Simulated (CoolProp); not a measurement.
A Linde-Hampson liquefier for normal hydrogen: isothermal reversible compression at 200 K from 1 atm to 15 MPa, throttling to 1 atm, return gas leaving the recuperator 2 K below the feed. Each further row changes one setting.

The numbers come from the reference Helmholtz-energy equation of state, Leachman 2009 in CoolProp.

```tsv
case	compression work (kJ/kg of gas)
as stated	4210
high pressure 30 MPa	4890
warm-end temperature 230 K	4840
warm-end gap 7 K	4210
```
